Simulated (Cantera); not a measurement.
Input: 1 mol FeS₂, 0.3 mol O₂, 6.9 mol H₂O, at 1398.15 K.

These are equilibrium values from Cantera (NASA tables, ideal gas, pure condensed phases), not measurements of a reactor. Candidate condensed phases: Fe, FeO, Fe(OH)₂, Fe(OH)₃, FeS, FeSO₄, FeS₂, Fe₂O₃, Fe₂(SO₄)₃, Fe₃O₄, H₂O, H₂SO₄, S; 22 gas species. Metal and sulfide melt together well below either melting point, which pure phases cannot show. Mutual solubility and eutectic melting of coexisting phases are not modelled. The tables' stoichiometric FeO is somewhat more stable than real wüstite, so its field is too wide. FeO, FeS: taken at fixed stoichiometry. Kinetics and transport are ignored.

Q: Which condensed phases are stable at each of these points (P (Pa)): 1000, 4600, 21000, 96000, 440000, 2000000?

A: 
```tsv
P (Pa)	condensed phases	Fe condensed (%)
1000	FeO(s) + FeS(s)	100.0
4600	FeO(s) + FeS(s)	100.0
21000	FeO(s) + FeS(s)	100.0
96000	FeS(s)	100.0
440000	FeS(s)	100.0
2000000	FeS(s)	100.0
```

From 0.0100 bar to 0.210 bar the condensed part is FeO(s) + FeS(s). From 0.960 bar to 20.0 bar the condensed part is FeS(s).
